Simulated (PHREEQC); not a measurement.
**Leach liquor**

A solution holds 86 mmol/kgw HCl and 3.5 mmol/kgw CuSO4, at 25 °C. Closed to the air; pH follows from the charge balance.

Equilibrium calculation in PHREEQC: ion-association model, wateq4f.dat.

Each row changes one thing in this solution. This is a speciation only: nothing precipitates in the calculation.

| case | pH | ionic strength (mol/kgw) |
|---|---|---|
| as made | 1.16 | 0.0938 |
| temperature from 25 to 65 °C | 1.17 | 0.0913 |
| diluted 2-fold with water | 1.45 | 0.0474 |
| CuSO4 left out | 1.15 | 0.0860 |
| temperature from 25 to 80 °C | 1.17 | 0.0902 |
| CuSO4 from 0.0035 to 0.0007 mol/kgw | 1.15 | 0.0876 |

Away from 25 °C the constants follow the database's enthalpies or fits; those with neither stay at their 25 °C values.
